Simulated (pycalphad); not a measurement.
An equivalent pycalphad script:

```python
from pycalphad import Database, equilibrium, calculate, variables as v
import numpy as np
db = Database('COST507.tdb')
comps = ['AL', 'SI', 'MG', 'VA']
phases = ['ALMG_BETA', 'ALMG_EPS', 'ALMG_GAMMA', 'DIAMOND_A4', 'FCC_A1', 'HCP_A3', 'LIQUID', 'MG2SI']
eq = equilibrium(db, comps, phases, {v.X('SI'): 0.0236, v.X('MG'): 0.0177, v.T: np.arange(1650, 349, -40), v.P: 101325, v.N: 1}, output=['HM', 'SM'])
```

Source of the numbers: pycalphad with the COST 507 light-alloy database (1999); pressure 1 atm. No gas phase is included, though pure Mg would boil below 1650 K. The data set is of 1999 and partly superseded. Phase fractions are per mole of atoms. Kinetics are ignored, which matters at the lower temperatures.

Results at three of the temperatures:

```
T = 1570.00 K, P = 101325 Pa, N = 1 mol of atoms
G = -91298 J/mol, H = 49377 J/mol, S = 89.60 J/(mol K)  (SER reference)
chemical potentials (J/mol): Al -89574, Si -118970, Mg -147813
phase             fraction      x(Al)      x(Si)      x(Mg)
LIQUID              1.0000     0.9587     0.0236     0.0177
```

```
T = 810.00 K, P = 101325 Pa, N = 1 mol of atoms
G = -31194 J/mol, H = 14230 J/mol, S = 56.08 J/(mol K)  (SER reference)
chemical potentials (J/mol): Al -30838, Si -21893, Mg -62882
phase             fraction      x(Al)      x(Si)      x(Mg)
FCC_A1              0.9750     0.9833     0.0108     0.0060
MG2SI               0.0178       none     0.3333     0.6667
DIAMOND_A4          0.0072   4.05e-07     1.0000       none
```

```
T = 530.00 K, P = 101325 Pa, N = 1 mol of atoms
G = -17303 J/mol, H = 5421 J/mol, S = 42.88 J/(mol K)  (SER reference)
chemical potentials (J/mol): Al -16851, Si -11539, Mg -49478
phase             fraction      x(Al)      x(Si)      x(Mg)
FCC_A1              0.9591     0.9996   0.000252   0.000198
MG2SI               0.0263       none     0.3333     0.6667
DIAMOND_A4          0.0146    5.7e-11     1.0000       none
```

Changes of the phase set, refined by bisection:

```json
[
 {"T (K)": "911.5", "phases above": "LIQUID", "phases below": "FCC_A1 + LIQUID"},
 {"T (K)": "845.6", "phases above": "FCC_A1 + LIQUID", "phases below": "FCC_A1 + LIQUID + MG2SI"},
 {"T (K)": "830.6", "phases above": "FCC_A1 + LIQUID + MG2SI", "phases below": "DIAMOND_A4 + FCC_A1 + MG2SI"}
]
```

Database names, with the compositions (at.%) that they take in these runs: MG2SI: Mg 67 Si 33. FCC_A1 is fcc; DIAMOND_A4 is diamond (Si). An entry "none" or "no" means that the model of the phase leaves that element out.
